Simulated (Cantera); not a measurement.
Input: 1 mol Cr, 0.94 mol N₂, equilibrated at 1225 K and 0.360 Pa.

Cantera equilibrium calculation (NASA polynomials, part measured and part estimated; ideal gas, pure solids and liquids). Candidate condensed phases: Cr, CrN, Cr₂N; 4 gas species. Kinetics and transport are ignored.

Q: What is the equilibrium state?

A: 
- x(N₂) = 1.000
- x(Cr) = 0.000146
- n(Cr(s)) = 1.000 mol
- gas amount = 0.9401 mol
- log10 activity of Cr₂N(s) (absent) = -1.16
